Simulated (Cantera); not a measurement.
Charge: 1 mol BF₃, 0.29 mol H₂O, 1 mol N₂, held at 0.100 bar.

Equilibrium computed with Cantera from the NASA thermochemical tables; the gas is ideal and each condensed phase is pure. Candidate condensed phases: B, BN, B₂O₃, B₃O₃H₃, H₂O; 62 gas species. Equilibrium is a limit: real reactors are often held back by kinetics, nucleation or transport. All values below are at 750 K.

Base state: N₂ 0.432, BF₃ 0.399, H₂O 0.0913, HF 0.0668, B₃O₃F₃ 0.0106, (HBO₂)₃ 0.000361 (mole fractions); condensed: gas only.

What changes in the equilibrium state with this change: pressure from 0.100 bar to 1.00 bar?


```tsv
species	before	after
N₂	0.432	0.433
BF₃	0.399	0.409
H₂O	0.0913	0.0991
HF	0.0668	0.0509
B₃O₃F₃	0.0106	0.00739
(HBO₂)₃	0.000361	0.000726
```
